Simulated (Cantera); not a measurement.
A Cantera script and its output.

```python
import numpy as np
import cantera as ct

gas = ct.Solution("gri30.yaml")
gas.TPX = 625, 1000000, {'C3H8': 1, 'O2': 5.75, 'N2': 25}
flame = ct.FreeFlame(gas, width=0.008)
flame.set_refine_criteria(ratio=3, slope=0.08, curve=0.16)
flame.transport_model = "mixture-averaged"
flame.solve(loglevel=0, auto=True)
z, T = flame.grid, flame.T
thick = (T[-1] - T[0]) / np.gradient(T, z).max()
show = ['C3H8', 'O2', 'HCO', 'CH2', 'H', 'C2H2']
print(f"laminar burning velocity  {flame.velocity[0] * 100:.3f} cm/s")
print(f"burnt temperature         {T[-1]:.1f} K")
print(f"thermal thickness         {thick * 1e3:.4f} mm")
print(f"grid points               {len(z)}")
z0 = z[flame.heat_release_rate.argmax()]
print(f"{'z/mm':>9s}{'T/K':>9s}{'u/(m/s)':>9s}" + "".join(f"{s:>11s}" for s in show))
rows = []
for k in (-3, -2, -1.5, -1, -0.5, -0.25, 0, 0.25, 0.5, 1, 2, 4, 8):
    zz = z0 + k * thick
    rows.append([k * thick, np.interp(zz, z, T), np.interp(zz, z, flame.velocity),
                 *(np.interp(zz, z, flame.X[gas.species_index(s)]) for s in show)])
    print(f"{rows[-1][0] * 1e3:9.3f}{rows[-1][1]:9.1f}{rows[-1][2]:9.3f}" + "".join(f"{x:11.3e}" for x in rows[-1][3:]))
```

Output:

```
laminar burning velocity  61.405 cm/s
burnt temperature         2258.2 K
thermal thickness         0.0552 mm
grid points               132
     z/mm      T/K  u/(m/s)       C3H8         O2        HCO        CH2          H       C2H2
   -0.166    625.5    0.615  3.148e-02  1.809e-01  2.056e-17  2.022e-20  3.184e-15  6.513e-08
   -0.110    629.9    0.620  3.143e-02  1.803e-01  1.489e-14  3.558e-17  4.292e-13  9.022e-07
   -0.083    642.7    0.634  3.134e-02  1.789e-01  1.063e-12  3.436e-15  1.271e-11  3.874e-06
   -0.055    705.7    0.700  3.068e-02  1.723e-01  1.989e-10  1.710e-12  1.766e-09  2.314e-05
   -0.028   1023.9    1.034  2.286e-02  1.397e-01  1.490e-07  1.119e-08  3.177e-06  1.678e-04
   -0.014   1373.9    1.414  9.289e-03  1.034e-01  5.741e-06  1.183e-06  7.518e-05  3.895e-04
    0.000   1747.9    1.820  2.845e-04  6.362e-02  2.629e-05  1.911e-05  8.052e-04  5.462e-04
    0.014   1935.9    2.009  1.351e-07  4.285e-02  4.591e-06  6.735e-06  1.442e-03  7.222e-05
    0.028   2023.4    2.088  1.973e-11  3.499e-02  3.099e-07  4.123e-07  1.361e-03  2.295e-06
    0.055   2117.4    2.170  9.118e-18  2.904e-02  2.835e-08  1.534e-09  8.674e-04  3.068e-09
    0.110   2193.3    2.237  1.087e-26  2.520e-02  5.600e-09  1.067e-12  3.627e-04  1.868e-13
    0.221   2237.2    2.276  6.007e-36  2.314e-02  9.651e-10  4.771e-14  1.285e-04  2.251e-17
    0.442   2254.3    2.291  3.120e-39  2.235e-02  2.844e-10  4.185e-15  6.425e-05  1.465e-18
```

Computed with Cantera and GRI-Mech 3.0 (53 species, 325 reactions). GRI-Mech 3.0 was tuned for natural gas; its chemistry of propane as a main component is partial and can be far from experiment. Burning velocities carry a grid error of a few per cent, more on coarse grids.
